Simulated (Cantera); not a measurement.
## Premixed flame

A freely propagating, adiabatic, planar premixed flame of H2 : O2 : N2 = 1 : 0.5 : 2.09 (molar parts), equivalence ratio 1.0, unburnt at 323 K and 0.130 bar; mixture-averaged transport, grid criteria slope 0.08 and curve 0.16, no radiation.

Computed with Cantera and the H2/O2 subset of GRI-Mech 3.0, which has no nitrogen chemistry. Burning velocities carry a grid error of a few per cent, more on coarse grids.

```
z (mm)  T (K)  u (m/s)    x H2    x O2    x H2O      x O    x HO2      x H
------  -----  -------  ------  ------  -------  -------  -------  -------
-16.9     323     1.99   0.279   0.139    <1e-8    <1e-8    <1e-8    <1e-8
-11.3     323     1.99   0.279   0.139    <1e-8    <1e-8    <1e-8    <1e-8
-8.44     323     1.99   0.279   0.139    <1e-8    <1e-8    <1e-8    <1e-8
-5.63     323     1.99   0.279   0.139    <1e-8    <1e-8    <1e-8    <1e-8
-2.81     325     1.99   0.277   0.140  2.34e-5  1.69e-7  1.29e-5  7.12e-7
-1.41     532     3.19   0.248   0.136   0.0142  7.70e-5  7.11e-5  0.00369
0         999     5.79   0.139  0.0992   0.0998  0.00397  1.79e-5   0.0401
1.41     1291     7.40  0.0510  0.0417    0.202   0.0102  6.41e-6   0.0657
2.81     1416     8.06  0.0397  0.0307    0.222   0.0108  4.11e-6   0.0613
5.63     1551     8.76  0.0400  0.0270    0.230   0.0101  3.03e-6   0.0496
11.3     1694     9.47  0.0396  0.0236    0.239  0.00868  2.23e-6   0.0374
22.5     1837     10.2  0.0373  0.0200    0.251  0.00675  1.60e-6   0.0261
45.0     1970     10.8  0.0330  0.0164    0.263  0.00476  1.13e-6   0.0169
```
x: mole fraction of selected species; z is measured from the peak of heat release.

| Item | Value |
|---|---|
| laminar burning velocity | 199 cm/s |
| thermal thickness | 5.63 mm |
| peak x(O) | 0.0109 |
| peak x(HO2) | 0.000124 |
| peak x(H) | 0.0660 |
| grid points | 134 |
